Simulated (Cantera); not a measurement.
Feed: 1 mol CH3Cl, 0.12 mol F2, equilibrated at 1000 Pa.

Equilibrium computed with Cantera from the NASA thermochemical tables; the gas is ideal and each condensed phase is pure. Candidate condensed phases: C, C6H6, C7H8, C8H18; 135 gas species. Ions and electrons are included (thermal ionisation). Rates play no part.

Q: Which condensed phases are stable at each of these points (T (K)): 2000, 2500, 3000, 3500, 4000, 4500, 5000?

A: 
| T (K) | condensed phases | C condensed (%) |
|---|---|---|
| 2000 | C(graphite) | 99.9 |
| 2500 | C(graphite) | 98.1 |
| 3000 | C(graphite) | 53.0 |
| 3500 | gas only | 0.0 |
| 4000 | gas only | 0.0 |
| 4500 | gas only | 0.0 |
| 5000 | gas only | 0.0 |

From 2000 K to 3000 K the condensed part is C(graphite). From 3500 K to 5000 K nothing is condensed.
